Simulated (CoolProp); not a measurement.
Vapour-liquid equilibrium of ethanol (1) + n-octane (2) at 437.9 K; x and y are mole fractions of (1).

The numbers come from the multi-fluid Helmholtz-energy mixture model, Schroeder 2014 and Beckmüller 2019; pair parameters Bell 2016 in CoolProp.

```
x     bubble pressure, mixture model (bar)  bubble pressure, Raoult's law (bar)  y, mixture model  y, Raoult's law
----  ------------------------------------  -----------------------------------  ----------------  ---------------
0.05                                 4.608                                3.250             0.407            0.216
0.15                                 7.255                                4.389             0.625            0.481
0.25                                 8.855                                5.529             0.699            0.636
0.35                                 9.900                                6.668             0.739            0.739
0.45                                 10.68                                7.807             0.769            0.811
0.55                                 11.35                                8.946             0.797            0.865
0.65                                 11.99                                10.09             0.827            0.907
0.75                                 12.62                                11.22             0.863            0.940
0.85                                 13.24                                12.36             0.908            0.967
0.95                                 13.81                                13.50             0.966            0.990
```

The largest gap from Raoult's law is +65.3 % in bubble pressure, at x = 0.15. No azeotrope shows between x = 0.05 and 0.95.

The pair parameters rest on a limited set of measurements; away from them the model extrapolates. With so large a gap from Raoult's law the liquid may split in two, which this calculation doesn't test in full.
